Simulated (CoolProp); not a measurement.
Properties of decamethylcyclopentasiloxane (D5) along the isotherm 620 K (Tc = 618.3 K, pc = 10.78 bar, ω = 0.631).

Computed with CoolProp (reference Helmholtz-energy equation of state, Thol 2019).

```
p (bar)          phase  density (kg/m³)  cp (kJ/(kg K))  cv (kJ/(kg K))
-------  -------------  ---------------  --------------  --------------
1.15               gas            8.604           1.961           1.933
2.31               gas            18.06           1.972           1.937
3.46               gas            28.39           1.987           1.942
4.62               gas            40.08           2.005           1.947
5.77               gas            53.35           2.031           1.952
6.93               gas            69.19           2.070           1.959
8.08               gas            88.74           2.135           1.967
9.24               gas            115.7           2.275           1.977
10.4               gas            163.1           2.847           1.996
11.5     supercritical            405.3           3.693           2.012
12.7     supercritical            448.6           2.769           2.000
13.9     supercritical            470.0           2.574           1.996
15       supercritical            483.8           2.487           1.994
16.2     supercritical            495.7           2.428           1.992
```

The peak of cp marks the crossing from liquid-like to gas-like fluid above the critical point.
